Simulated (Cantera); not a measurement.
A Cantera script and what it prints.

```python
import numpy as np
import cantera as ct

gas_names = [...]  # 109 gases of nasa_gas.yaml made of C, Cl, H, Si
cond_names = """
    C(gr) C6H6(L) C7H8(L) C8H18(L),n-octa Si(cr) Si(L) SiC(b)
""".split()


# ... load() reads the species with a 1 bar reference pressure and builds the phases ...
atoms = {
    'CH3SiCl3': {'C': 1, 'H': 3, 'Si': 1, 'CL': 3},
    'H2': {'H': 2},
}
top_T = {'C(gr)': 4500, 'SiC(b)': 3050}  # K; cautious upper limits of use, not melting points


# ... equilibrate(T, P, feed) seeds the gas with the atoms and calls Mixture.equilibrate('TP', solver="vcs", rtol=1e-11, max_steps=5000) ...
results = []
feed = {'CH3SiCl3': 1, 'H2': 680}  # mol
P = 100000  # Pa
for T in [950, 1100, 1250, 1400, 1550, 1700, 1850, 2000, 2150, 2300, 2450, 2600]:
    mix = equilibrate(T, P, feed)
    results.append((T, P, feed, dict(zip(mix.species_names, mix.species_moles))))
    x = sorted(zip(gas.X, gas.species_names), reverse=True)
    print(f"T = {T:g} K  P = {P:g} Pa  gas = {mix.phase_moles(0):.4g} mol")
    print("   x: " + "  ".join(f"{s} {v:.3e}" for v, s in x if v > 0.001))
    print("   condensed (mol): " + ("  ".join(f"{mix.phase(i).name} {mix.phase_moles(i):.4g}"
          for i in range(1, mix.n_phases) if mix.phase_moles(i) > 1e-12) or "none"))
```

Result:

```
T = 950 K  P = 100000 Pa  gas = 682.4 mol
   x: H2 9.962e-01  HCL 2.864e-03
   condensed (mol): SiC(b) 0.678
T = 1100 K  P = 100000 Pa  gas = 682.9 mol
   x: H2 9.957e-01  HCL 4.074e-03
   condensed (mol): SiC(b) 0.9218
T = 1250 K  P = 100000 Pa  gas = 683 mol
   x: H2 9.956e-01  HCL 4.290e-03
   condensed (mol): SiC(b) 0.9677
T = 1400 K  P = 100000 Pa  gas = 683 mol
   x: H2 9.956e-01  HCL 4.320e-03
   condensed (mol): SiC(b) 0.9746
T = 1550 K  P = 100000 Pa  gas = 683 mol
   x: H2 9.956e-01  HCL 4.326e-03
   condensed (mol): SiC(b) 0.9758
T = 1700 K  P = 100000 Pa  gas = 683 mol
   x: H2 9.954e-01  HCL 4.332e-03
   condensed (mol): SiC(b) 0.9743
T = 1850 K  P = 100000 Pa  gas = 683.2 mol
   x: H2 9.950e-01  HCL 4.341e-03
   condensed (mol): SiC(b) 0.9667
T = 2000 K  P = 100000 Pa  gas = 683.5 mol
   x: H2 9.939e-01  HCL 4.346e-03  H 1.621e-03
   condensed (mol): SiC(b) 0.9374
T = 2150 K  P = 100000 Pa  gas = 684.5 mol
   x: H2 9.910e-01  HCL 4.332e-03  H 4.199e-03
   condensed (mol): SiC(b) 0.8176
T = 2300 K  P = 100000 Pa  gas = 686.6 mol
   x: H2 9.847e-01  H 9.603e-03  HCL 4.292e-03
   condensed (mol): SiC(b) 0.3634
T = 2450 K  P = 100000 Pa  gas = 690.6 mol
   x: H2 9.737e-01  H 1.982e-02  HCL 4.249e-03
   condensed (mol): none
T = 2600 K  P = 100000 Pa  gas = 696.9 mol
   x: H2 9.560e-01  H 3.753e-02  HCL 4.171e-03  Si 1.004e-03
   condensed (mol): none
```

These are equilibrium values from Cantera (NASA tables, ideal gas, pure condensed phases), not measurements of a reactor. The feed counts by its element totals alone. The tables' values for SiCl are old estimates; treat these amounts as uncertain. Gases not in the tables: Si2H6 and higher silanes.
